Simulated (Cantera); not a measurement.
A jet of 2.87 % CH4, 6.32 % O2, 90.8 % N2, equivalence ratio 0.91 at 300 K and 42.8 Torr hits a platinum plate 4.6 cm away at a mass flux of 0.023 kg/m²/s; the plate temperature is set and raised in steps from an oxygen-covered start.

Detailed kinetics in Cantera: Deutschmann's 1995 Pt surface mechanism with GRI-Mech 3.0 gas chemistry. Catalytic surfaces can have several steady states; this one follows from the mechanism file's or the stated starting coverage.

x: mole fraction at the wall; θ: surface coverage.

```tsv
plate T (K)	wall x CH4	wall x O2	wall x H2O	wall x OH	wall x CO	wall x CO2	θ free Pt	θ O*	θ OH*
850	0.0184	0.0414	0.0193	<1e-8	6.14e-6	0.0126	0.210	0.789	?
900	0.0128	0.0294	0.0298	3.49e-8	6.35e-6	0.0195	0.303	0.696	0.00126
950	0.00867	0.0207	0.0373	1.01e-7	6.33e-6	0.0246	0.402	0.597	0.00123
1000	0.00615	0.0154	0.0419	2.58e-7	6.51e-6	0.0276	0.499	0.500	?
1050	0.00464	0.0123	0.0446	5.84e-7	7.06e-6	0.0294	0.588	0.411	?
```

Task: What belongs in the gaps?

Result: 
- 850, θ OH*: 0.00113
- 1000, θ OH*: 0.00110
- 1050, θ OH*: 0.000947
